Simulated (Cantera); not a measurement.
Thermodynamics of silicon epitaxy and polysilicon growth, feed Si₂Cl₆ + H₂

Feed: 1 mol Si₂Cl₆, 160 mol H₂, equilibrated at 0.0370 bar.

Method: chemical equilibrium by Gibbs-energy minimisation in Cantera with the NASA 1993 tables (ideal gas, pure condensed phases). Candidate condensed phases: Si; 19 gas species. The feed counts by its element totals alone. The tables' values for SiCl₃, SiCl are old estimates; treat these amounts as uncertain. Gases not in the tables: Si₂H₆ and higher silanes. Rates play no part.

```csv
T (K),log p H₂,log p HCl,log p SiCl₂,log p H,log p Si,log p SiCl₃,log p Cl,log p SiCl,n Si(s),n Si(l)
1498,-1.45,-2.95,-3.94,-5.49,-8.00,-5.77,-7.08,-7.35,1.49,0
1523,-1.45,-2.95,-3.94,-5.36,-7.74,-5.83,-6.96,-7.19,1.48,0
1548,-1.45,-2.95,-3.93,-5.23,-7.50,-5.89,-6.84,-7.03,1.48,0
1573,-1.45,-2.95,-3.93,-5.11,-7.26,-5.95,-6.72,-6.88,1.47,0
1598,-1.45,-2.95,-3.92,-5.00,-7.03,-6.01,-6.60,-6.73,1.46,0
1623,-1.45,-2.95,-3.91,-4.88,-6.81,-6.06,-6.49,-6.59,1.46,0
1648,-1.45,-2.95,-3.91,-4.77,-6.59,-6.12,-6.39,-6.45,1.45,0
1673,-1.45,-2.95,-3.91,-4.67,-6.38,-6.17,-6.28,-6.32,1.44,0
1698,-1.45,-2.95,-3.91,-4.56,-6.18,-6.23,-6.18,-6.20,0,1.44
1723,-1.45,-2.95,-3.92,-4.46,-6.01,-6.29,-6.08,-6.09,0,1.45
1748,-1.45,-2.95,-3.93,-4.36,-5.84,-6.35,-5.98,-5.99,0,1.46
1773,-1.45,-2.95,-3.94,-4.27,-5.67,-6.41,-5.88,-5.89,0,1.47
```
log p: log10 of the partial pressure in bar; n: condensed amount in mol.

From 1498 K to 1673 K the condensed part is Si(s). From 1698 K to 1773 K the condensed part is Si(l). The main Si-bearing gas is SiCl₂ throughout.
